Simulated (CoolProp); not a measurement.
Propane along the isobar 55.1 bar: density (kg/m³) from the reference equation and from simpler models built on Tc = 369.9 K, pc = 42.51 bar, ω = 0.152; each cubic takes its own stable root.

Model: reference Helmholtz-energy equation of state, Lemmon 2009, in CoolProp.

```
T (K)          phase  reference  van der Waals  Redlich-Kwong  Soave-Redlich-Kwong  Peng-Robinson
-----  -------------  ---------  -------------  -------------  -------------------  -------------
301.8         liquid      499.8          329.9          456.3                466.0          526.5
308           liquid      490.7          324.5          446.0                455.6          514.6
314.1         liquid      481.4          319.0          435.4                444.9          502.3
320.3         liquid      471.4          313.1          424.1                433.3          489.0
326.5         liquid      461.0          306.9          412.2                421.0          474.8
332.7         liquid      449.8          300.3          399.6                407.9          459.6
338.9         liquid      437.8          293.3          386.2                393.9          443.2
345.1         liquid      424.8          285.9          371.8                378.6          425.4
351.3         liquid      410.5          277.8          356.1                361.9          405.7
357.5         liquid      394.3          269.0          338.9                343.3          383.8
363.7         liquid      375.3          259.1          319.5                322.0          358.6
369.9  supercritical      351.8          248.0          297.0                297.0          328.8
376    supercritical      320.1          235.2          270.2                266.2          292.1
```
